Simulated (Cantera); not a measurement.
Source: NASA polynomial tables (part measured, part estimated), evaluated in Cantera. Values are per mole of reaction as written; species without (g) are pure solids or liquids, kept so even where they would boil at 1 bar. ZrN: taken at fixed stoichiometry.

Problem. Between 1400 and 2150 K, where is each reaction favourable under standard conditions?
- 5 H2O2(g) + 2 ZrN = 2 ZrO2(g) + N2O(g) + 5 H2O(g)

Solution. 
- 5 H2O2(g) + 2 ZrN = 2 ZrO2(g) + N2O(g) + 5 H2O(g): ΔG° is -912 kJ at 1400 K and -1218 kJ at 2150 K; it stays negative (K > 1). ΔH° is -365 kJ and ΔS° 397 J/K at 2150 K.
